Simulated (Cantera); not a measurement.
Charge: 1 mol V, 0.65 mol O2, 4.3 mol N2, held at 2723 K and 0.0133 bar.

Equilibrium computed with Cantera from the NASA thermochemical tables; the gas is ideal and each condensed phase is pure. Candidate condensed phases: V, VN, VO, V2O3, V2O4, V2O5; 13 gas species. Rates play no part.

Base state: N2 0.810, VO 0.0921, VO2 0.0759, V 0.0205, O 0.000923, NO 0.000195, N 1.52e-5 (mole fractions); condensed: gas only.

### Question
What changes in the equilibrium state with this change: temperature from 2723 K to 2448.15 K?

### Answer
| species | before | after |
|---|---|---|
| N2 | 0.810 | 0.910 |
| VO2 | 0.0759 | 0.0646 |
| VO | 0.0921 | 0.0238 |
| V | 0.0205 | 0.00129 |
| N | 1.52e-5 | 1.48e-6 |
| O | 0.000923 | 0.000145 |
| VO(l), mol | 0 | 0.576 |
VO: taken at fixed stoichiometry.
